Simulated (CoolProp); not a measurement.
Vapour-liquid equilibrium of R143a (1) + fluoroethane (R161) (2) at 0.344 bar; x and y are mole fractions of (1).

The numbers come from the multi-fluid Helmholtz-energy mixture model, Lemmon and Jacobsen 2000 and Wu 2012; pair parameters Bell 2016 in CoolProp.

Problem. Give the bubble temperature and the first vapour's composition at x = 0.35, 0.55, 0.95. Is there an azeotrope?

Solution. x = 0.35: 210.4 K, y = 0.478; x = 0.55: 208.7 K, y = 0.668; x = 0.95: 205.8 K, y = 0.968. No azeotrope shows between x = 0.05 and 0.95.

Pair parameters are fitted to limited data, so mixtures are less certain than the pure fluids.
